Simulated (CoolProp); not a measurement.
R152A along the isotherm 408.2 K: density (kg/m³) from the reference equation and from simpler models built on Tc = 386.4 K, pc = 4.517 MPa, ω = 0.275; each cubic takes its own stable root.

The numbers come from the reference Helmholtz-energy equation of state, Outcalt 1996 in CoolProp. It is a modified Benedict-Webb-Rubin equation, recast in Helmholtz form.

| p (MPa) | phase | reference |
|---|---|---|
| 0.282 | gas | 5.596 |
| 0.565 | gas | 11.44 |
| 0.847 | gas | 17.52 |
| 1.13 | gas | 23.90 |
| 1.41 | gas | 30.51 |
| 1.69 | gas | 37.46 |
| 1.98 | gas | 45.05 |
| 2.26 | gas | 52.81 |

Question: How far does each simpler model (ideal gas, van der Waals, Redlich-Kwong, Soave-Redlich-Kwong) lie from the reference over these 8 states: mean and median of the absolute difference, and the worst?

Answer: 
- ideal gas: mean 9.1 %, median 9.0 %, worst -16.7 % at 408.2 K and 2.26 MPa
- van der Waals: mean 1.3 %, median 1.3 %, worst -2.3 % at 408.2 K and 2.26 MPa
- Redlich-Kwong: mean 0.5 %, median 0.5 %, worst -0.8 % at 408.2 K and 2.26 MPa
- Soave-Redlich-Kwong: mean 0.8 %, median 0.8 %, worst -1.5 % at 408.2 K and 2.26 MPa
